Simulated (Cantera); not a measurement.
Input: 1 mol Si, 0.89 mol H₂O, 72 mol N₂, held at 0.00950 bar.

Cantera equilibrium calculation (NASA polynomials, part measured and part estimated; ideal gas, pure solids and liquids). Candidate condensed phases: H₂O, Si, SiO₂, Si₂N₂O, Si₃N₄; 35 gas species. N₂ is the only nitrogen source here; it is nearly inert below about 1500 K, so the nitride shown seldom forms there in practice. Mutual solubility and eutectic melting of coexisting phases are not modelled. The tables hold silica as quartz up to 1696 K and as liquid above; real silica turns to tridymite and cristobalite and melts near 1996 K. The numbers say what is thermodynamically allowed, not how fast it happens.

Task: What share of the Si ends up in condensed phases as a function of T (K), at 1400, 1475, 1550, 1625, 1700, 1775, 1850, 1925, 2000, 2075?

Result: 
```tsv
T (K)	Si condensed (%)	as
1400	99.5	SiO₂(β-quartz) + Si₂N₂O(s)
1475	95.9	SiO₂(β-quartz) + Si₂N₂O(s)
1550	70.4	SiO₂(β-quartz) + Si₂N₂O(s)
1625	22.0	Si₂N₂O(s)
1700	21.9	Si₂N₂O(s)
1775	9.5	Si₃N₄(s)
1850	5.1	Si(l)
1925	0.0	-
2000	0.0	-
2075	0.0	-
```
